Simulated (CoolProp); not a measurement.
Values from CoolProp's reference Helmholtz-energy equation of state, Platzer 1990. This equation is an older, rougher fit; its heat capacities, sound speeds and derivatives of the liquid may be far off and weren't checked against measurements.

Question: Give the vapour pressure (MPa), liquid density (kg/m³), vapour density (kg/m³), enthalpy of vaporisation (kJ/kg) of saturated R21 at 373.4 K.

Answer: 
| T (K) | p (MPa) | liquid density (kg/m³) | vapour density (kg/m³) | enthalpy of vaporisation (kJ/kg) |
|---|---|---|---|---|
| 373.4 | 1.34 | 1160 | 55.5 | 177 |
